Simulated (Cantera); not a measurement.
Standard-state values (1 bar) from the NASA 1993 polynomials, evaluated with Cantera. Values are per mole of reaction as written; species without (g) are pure solids or liquids, kept so even where they would boil at 1 bar.

3 CaCl₂ + O₃(g) → 3 Cl₂(g) + 3 CaO

```csv
T (K),ΔH° (kJ),ΔS° (J/K),ΔG° (kJ),log10 K
300,340.3,230.9,271.0,-47.19
375,338.2,224.7,254.0,-35.37
475,335.8,218.9,231.8,-25.49
575,…,…,…,…
675,…,…,…,…
775,328.4,206.9,168.0,-11.32
875,325.4,203.4,147.5,-8.81
```

**Question.** Complete the blanks.

**Answer.** 
- 575, ΔH° (kJ): 333.4
- 575, ΔS° (J/K): 214.4
- 575, ΔG° (kJ): 210.1
- 575, log10 K: -19.09
- 675, ΔH° (kJ): 331.0
- 675, ΔS° (J/K): 210.5
- 675, ΔG° (kJ): 188.9
- 675, log10 K: -14.62
